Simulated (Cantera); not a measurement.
**Transport properties of process gases**

Gas mixture: N₂ = 0.8 (molar parts), at 160 Pa, frozen composition.

Cantera's kinetic-theory transport with the Lennard-Jones parameters of GRI-Mech 3.0, ideal gas; thermal conductivity in the multicomponent form.

```
T (K)  ρ (kg/m³)  cp (J/kg/K)  μ (µPa s)  λ (mW/m/K)     Pr  D (cm²/s) N₂  D (cm²/s) NO  D (cm²/s) NH₃
-----  ---------  -----------  ---------  ----------  -----  ------------  ------------  -------------
400      0.00135         1047       22.3        32.9  0.710         43000           215            242
650     0.000829         1084       31.2        47.9  0.706        101000           490            586
900     0.000599         1147       38.7        62.9  0.706        176000           846           1040
1150    0.000469         1195       45.5        77.0  0.706        266000          1270           1580
1400    0.000385         1231       51.6        90.1  0.706        369000          1770           2210
1650    0.000327         1258       57.4         102  0.705        486000          2320           2910
1900    0.000284         1278       62.9         114  0.705        614000          2930           3690
2150    0.000251         1293       68.2         125  0.705        755000          3600           4540
```
D: mixture-averaged diffusion coefficient of that species in the mixture.
